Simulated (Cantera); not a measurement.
A Cantera script and its output.

```python
import numpy as np
import cantera as ct

gas = ct.Solution("gri30.yaml")
gas.TPX = 1750, 7200, {'CH4': 4.3, 'N2': 2.3}
inlet = ct.Reservoir(gas, clone=True)

reactor = ct.IdealGasConstPressureReactor(gas, energy="off", clone=False)
exhaust = ct.Reservoir(gas, clone=True)
tau = [1.3, 0.62, 0.29, 0.13, 0.063, 0.03, 0.014, 0.0065, 0.003][0]
for a, b in ((inlet, reactor), (reactor, exhaust)):
    ct.MassFlowController(a, b, mdot=lambda t: reactor.mass / tau)
net = ct.ReactorNet([reactor])
show = ['CH4', 'C2H6', 'C2H2', 'H2', 'H', 'HCN', 'C2H']

rows = []
print(f"{'tau/s':>10s}{'T/K':>9s}" + "".join(f"{s:>11s}" for s in show))
for tau in [1.3, 0.62, 0.29, 0.13, 0.063, 0.03, 0.014, 0.0065, 0.003]:
    net.initial_time = 0.0
    net.advance(30 * tau)
    before = gas.X
    net.advance(40 * tau)
    drift = np.max(np.abs(gas.X - before) / (gas.X + 1e-9))
    rows.append([gas.T, *gas[show].X, drift])
    print(f"{tau:10.3e}{gas.T:9.1f}" + "".join(f"{x:11.3e}" for x in gas[show].X))
```

It prints:

```
     tau/s      T/K        CH4       C2H6       C2H2         H2          H        HCN        C2H
 1.300e+00   1750.0  3.496e-02  7.799e-06  1.860e-01  5.589e-01  5.354e-04  3.330e-06  1.253e-06
 6.200e-01   1750.0  5.304e-02  1.643e-05  1.803e-01  5.422e-01  4.889e-04  1.860e-06  1.143e-06
 2.900e-01   1750.0  8.098e-02  3.475e-05  1.713e-01  5.164e-01  4.360e-04  1.013e-06  1.017e-06
 1.300e-01   1750.0  1.245e-01  7.428e-05  1.571e-01  4.761e-01  3.765e-04  5.215e-07  8.736e-07
 6.300e-02   1750.0  1.790e-01  1.413e-04  1.389e-01  4.254e-01  3.201e-04  2.766e-07  7.352e-07
 3.000e-02   1750.0  2.510e-01  2.574e-04  1.142e-01  3.581e-01  2.599e-04  1.368e-07  5.829e-07
 1.400e-02   1750.0  3.404e-01  4.369e-04  8.276e-02  2.741e-01  1.949e-04  5.988e-08  4.138e-07
 6.500e-03   1750.0  4.419e-01  6.460e-04  4.746e-02  1.791e-01  1.267e-04  2.101e-08  2.360e-07
 3.000e-03   1750.0  5.449e-01  7.175e-04  1.648e-02  8.557e-02  6.099e-05  4.457e-09  8.261e-08
```

Computed with Cantera and GRI-Mech 3.0 (53 species, 325 reactions). GRI-Mech 3.0 stops at C3 and has no aromatics, soot or wall deposition, so with more carbon than oxygen in the feed, carbon stays in small species such as C2H2 where larger ones or solid carbon would form.
